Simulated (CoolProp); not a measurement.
Methane along the isobar 15500 kPa: density (kg/m³) from the reference equation and from simpler models built on Tc = 190.6 K, pc = 4599 kPa, ω = 0.011; each cubic takes its own stable root.

The numbers come from the reference Helmholtz-energy equation of state, Setzmann 1991 in CoolProp.

```csv
T (K),phase,reference
137.7,liquid,401.1
144.4,liquid,391.8
151,liquid,382.3
157.7,liquid,372.4
164.3,liquid,362.2
171,liquid,351.4
177.6,liquid,340.3
184.3,liquid,328.5
190.9,supercritical,316.3
197.6,supercritical,303.1
204.2,supercritical,289.4
210.9,supercritical,274.7
217.6,supercritical,259.4
224.2,supercritical,243.7
230.9,supercritical,227.7
```

How far does each simpler model (van der Waals, Redlich-Kwong) lie from the reference over these 15 states: mean and median of the absolute difference, and the worst?


- van der Waals: mean 23.3 %, median 24.7 %, worst -28.4 % at 137.7 K and 15500 kPa
- Redlich-Kwong: mean 3.5 %, median 3.5 %, worst -6.4 % at 224.2 K and 15500 kPa
